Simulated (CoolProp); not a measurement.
Vapour pressure (MPa) of diethyl ether: the reference equation beside estimates from Tc = 467.9 K, pc = 3.717 MPa, ω = 0.282. Clausius-Clapeyron is anchored at 320.1 K with a constant enthalpy of vaporisation of 25.72 kJ/mol.

Values from CoolProp's reference Helmholtz-energy equation of state, Thol 2014.

```csv
T (K),reference,Clausius-Clapeyron,van der Waals,Soave-Redlich-Kwong,Peng-Robinson
320.1,0.1548,0.1548,0.6622,0.1534,0.1534
327.8,0.1973,0.1942,0.7483,0.1959,0.1952
335.6,0.2489,0.2419,[?],0.2476,0.2462
343.3,0.3094,[?],0.9432,0.3085,0.3060
351,0.3805,0.3624,1.051,0.3801,0.3765
358.7,0.4633,0.4379,1.167,0.4638,0.4587
366.5,0.5603,0.5261,1.292,0.5621,0.5553
374.2,0.6701,[?],1.423,[?],0.6650
381.9,0.7952,0.7393,1.563,0.8011,0.7904
389.6,0.9369,0.8677,1.710,0.9456,0.9329
397.3,1.097,1.012,1.867,1.109,1.094
```

Question: Some entries are withheld; supply them.

Answer: 
- 335.6, van der Waals: 0.8427
- 343.3, Clausius-Clapeyron: 0.2974
- 374.2, Clausius-Clapeyron: 0.6258
- 374.2, Soave-Redlich-Kwong: 0.6737

Absolute difference from the reference over all 11 rows, mean and median: Clausius-Clapeyron 4.9 and 5.5 %, van der Waals 170.1 and 151.9 %, Soave-Redlich-Kwong 0.6 and 0.5 %, Peng-Robinson 0.8 and 0.9 %.
